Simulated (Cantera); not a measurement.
Input: 1 mol SiC, 1.2 mol N₂O, 210 mol H₂, equilibrated at 10.0 mbar.

Cantera equilibrium calculation (NASA polynomials, part measured and part estimated; ideal gas, pure solids and liquids). Candidate condensed phases: C, C₆H₆, C₇H₈, C₈H₁₈, H₂O, Si, SiC, SiO₂, Si₂N₂O, Si₃N₄; 151 gas species. Mutual solubility and eutectic melting of coexisting phases are not modelled. Gases not in the tables: Si₂H₆ and higher silanes. The numbers say what is thermodynamically allowed, not how fast it happens.

What share of the Si ends up in condensed phases as a function of T (°C), at 952, 1102, 1252, 1402, 1552, 1702, 1852?


```json
[
 {"T (°C)": "952", "Si condensed (%)": "100.0", "as": "Si₂N₂O(s)"},
 {"T (°C)": "1102", "Si condensed (%)": "99.5", "as": "SiC(s) + Si₂N₂O(s)"},
 {"T (°C)": "1252", "Si condensed (%)": "60.9", "as": "SiC(s) + Si₂N₂O(s)"},
 {"T (°C)": "1402", "Si condensed (%)": "39.7", "as": "SiC(s)"},
 {"T (°C)": "1552", "Si condensed (%)": "37.5", "as": "SiC(s)"},
 {"T (°C)": "1702", "Si condensed (%)": "21.4", "as": "SiC(s)"},
 {"T (°C)": "1852", "Si condensed (%)": "0.0", "as": "-"}
]
```
